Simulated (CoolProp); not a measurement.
Propylene glycol at 298.15 K and 2.25 MPa is throttled through a valve to 1.05 MPa with no heat exchange. Each further row changes one setting.

Values from CoolProp's reference Helmholtz-energy equation of state, Eisenbach 2021.

| case | temperature change (K) |
|---|---|
| as stated | ? |
| outlet pressure 0.315 MPa | ? |
| outlet pressure 1.37 MPa | ? |

### Question
What belongs in the gaps?

### Answer

- as stated, temperature change (K): +0.4
- outlet pressure 0.315 MPa, temperature change (K): +0.6
- outlet pressure 1.37 MPa, temperature change (K): +0.3
